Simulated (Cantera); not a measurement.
Cantera run, input and output.

```python
import numpy as np
import cantera as ct

gas = ct.Solution("gri30.yaml")
gas.TPX = 675, 36000, {'C3H8': 1, 'O2': 4.55, 'N2': 17.1, 'H2O': 5.1}
flame = ct.FreeFlame(gas, width=0.082)
flame.set_refine_criteria(ratio=3, slope=0.08, curve=0.16)
flame.transport_model = "mixture-averaged"
flame.solve(loglevel=0, auto=True)
z, T = flame.grid, flame.T
thick = (T[-1] - T[0]) / np.gradient(T, z).max()
show = ['C3H8', 'O2', 'H2O', 'N2O', 'NO', 'CH4']
print(f"laminar burning velocity  {flame.velocity[0] * 100:.3f} cm/s")
print(f"burnt temperature         {T[-1]:.1f} K")
print(f"thermal thickness         {thick * 1e3:.4f} mm")
print(f"grid points               {len(z)}")
z0 = z[flame.heat_release_rate.argmax()]
print(f"{'z/mm':>9s}{'T/K':>9s}{'u/(m/s)':>9s}" + "".join(f"{s:>11s}" for s in show))
rows = []
for k in (-3, -2, -1.5, -1, -0.5, -0.25, 0, 0.25, 0.5, 1, 2, 4, 8):
    zz = z0 + k * thick
    rows.append([k * thick, np.interp(zz, z, T), np.interp(zz, z, flame.velocity),
                 *(np.interp(zz, z, flame.X[gas.species_index(s)]) for s in show)])
    print(f"{rows[-1][0] * 1e3:9.3f}{rows[-1][1]:9.1f}{rows[-1][2]:9.3f}" + "".join(f"{x:11.3e}" for x in rows[-1][3:]))
```

It prints:

```
laminar burning velocity  159.151 cm/s
burnt temperature         2183.9 K
thermal thickness         0.8816 mm
grid points               146
     z/mm      T/K  u/(m/s)       C3H8         O2        H2O        N2O         NO        CH4
   -2.645    675.1    1.594  3.600e-02  1.637e-01  1.835e-01  5.833e-14  1.091e-10  7.668e-07
   -1.763    675.9    1.599  3.592e-02  1.633e-01  1.832e-01  9.540e-13  1.298e-09  7.982e-06
   -1.322    679.4    1.612  3.581e-02  1.625e-01  1.830e-01  5.980e-12  6.343e-09  3.498e-05
   -0.882    705.6    1.686  3.536e-02  1.593e-01  1.845e-01  6.488e-11  4.817e-08  2.196e-04
   -0.441    936.8    2.294  2.802e-02  1.367e-01  2.002e-01  1.158e-09  5.432e-07  1.717e-03
   -0.220   1260.8    3.182  1.090e-02  1.022e-01  2.232e-01  4.051e-09  1.531e-06  3.160e-03
    0.000   1600.8    4.136  3.982e-04  5.955e-02  2.499e-01  1.062e-08  3.698e-06  2.002e-03
    0.220   1763.9    4.571  5.732e-07  3.282e-02  2.641e-01  1.886e-08  7.081e-06  3.367e-04
    0.441   1811.6    4.678  1.033e-10  2.176e-02  2.677e-01  2.408e-08  9.731e-06  2.710e-05
    0.882   1850.4    4.746  1.624e-17  1.549e-02  2.667e-01  2.529e-08  1.214e-05  1.125e-07
    1.763   1895.9    4.837  6.312e-25  1.268e-02  2.671e-01  2.400e-08  1.396e-05  2.546e-11
    3.526   1952.1    4.960  8.909e-32  1.052e-02  2.715e-01  2.369e-08  1.621e-05  2.025e-15
    7.053   2016.4    5.100  2.227e-39  8.101e-03  2.777e-01  2.364e-08  1.977e-05  4.710e-16
```

Cantera simulation using GRI-Mech 3.0 (53 species, 325 reactions); the numbers are that mechanism's predictions, not measurements. GRI-Mech 3.0 was tuned for natural gas; its chemistry of propane as a main component is partial and can be far from experiment. Burning velocities carry a grid error of a few per cent, more on coarse grids.
